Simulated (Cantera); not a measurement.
What does this Cantera script print?

```python
import numpy as np
import cantera as ct

gas_names = """
    H HO2 H2 H2O H2O2 O OH O2 O3 Si SiH SiH2 SiH3 SiH4 SiO SiO2 Si2 Si3
""".split()
cond_names = """
    H2O(s) H2O(L) Si(cr) Si(L) SiO2(Lqz) SiO2(hqz) SiO2(L)
""".split()


# ... load() reads the species with a 1 bar reference pressure and builds the phases ...
atoms = {
    'Si': {'Si': 1},
    'H2O': {'H': 2, 'O': 1},
    'H2': {'H': 2},
}
top_T = {}  # K; cautious upper limits of use, not melting points


# ... equilibrate(T, P, feed) seeds the gas with the atoms and calls Mixture.equilibrate('TP', solver="vcs", rtol=1e-11, max_steps=5000) ...
results = []
feed = {'Si': 1, 'H2O': 0.0021, 'H2': 330}  # mol
P = 630  # Pa
for T in [1400, 1450, 1500, 1550, 1600, 1650, 1700, 1750, 1800, 1850, 1900, 1950, 2000]:
    mix = equilibrate(T, P, feed)
    results.append((T, P, feed, dict(zip(mix.species_names, mix.species_moles))))
    x = sorted(zip(gas.X, gas.species_names), reverse=True)
    print(f"T = {T:g} K  P = {P:g} Pa  gas = {mix.phase_moles(0):.4g} mol")
    print("   x: " + "  ".join(f"{s} {v:.3e}" for v, s in x if v > 0.0001))
    print("   condensed (mol): " + ("  ".join(f"{mix.phase(i).name} {mix.phase_moles(i):.4g}"
          for i in range(1, mix.n_phases) if mix.phase_moles(i) > 1e-12) or "none"))
```

Result:

```
T = 1400 K  P = 630 Pa  gas = 330 mol
   x: H2 9.999e-01
   condensed (mol): Si(cr) 0.9977
T = 1450 K  P = 630 Pa  gas = 330 mol
   x: H2 9.999e-01  H 1.191e-04
   condensed (mol): Si(cr) 0.9974
T = 1500 K  P = 630 Pa  gas = 330 mol
   x: H2 9.998e-01  H 2.217e-04
   condensed (mol): Si(cr) 0.9967
T = 1550 K  P = 630 Pa  gas = 330.1 mol
   x: H2 9.996e-01  H 3.967e-04
   condensed (mol): Si(cr) 0.9949
T = 1600 K  P = 630 Pa  gas = 330.1 mol
   x: H2 9.993e-01  H 6.847e-04
   condensed (mol): Si(cr) 0.9902
T = 1650 K  P = 630 Pa  gas = 330.2 mol
   x: H2 9.988e-01  H 1.144e-03
   condensed (mol): Si(cr) 0.9788
T = 1700 K  P = 630 Pa  gas = 330.3 mol
   x: H2 9.980e-01  H 1.855e-03  Si 1.077e-04
   condensed (mol): Si(L) 0.9528
T = 1750 K  P = 630 Pa  gas = 330.6 mol
   x: H2 9.968e-01  H 2.925e-03  Si 2.383e-04
   condensed (mol): Si(L) 0.9029
T = 1800 K  P = 630 Pa  gas = 330.9 mol
   x: H2 9.949e-01  H 4.500e-03  Si 5.041e-04
   condensed (mol): Si(L) 0.8034
T = 1850 K  P = 630 Pa  gas = 331.5 mol
   x: H2 9.921e-01  H 6.760e-03  Si 1.024e-03
   condensed (mol): Si(L) 0.6117
T = 1900 K  P = 630 Pa  gas = 332.3 mol
   x: H2 9.878e-01  H 9.937e-03  Si 2.001e-03  SiH 1.371e-04
   condensed (mol): Si(L) 0.2537
T = 1950 K  P = 630 Pa  gas = 333.3 mol
   x: H2 9.827e-01  H 1.432e-02  Si 2.729e-03  SiH 1.642e-04
   condensed (mol): none
T = 2000 K  P = 630 Pa  gas = 334.3 mol
   x: H2 9.768e-01  H 2.025e-02  Si 2.770e-03  SiH 1.474e-04
   condensed (mol): none
```

Method: chemical equilibrium by Gibbs-energy minimisation in Cantera with the NASA 1993 tables (ideal gas, pure condensed phases). Gases not in the tables: Si2H6 and higher silanes.
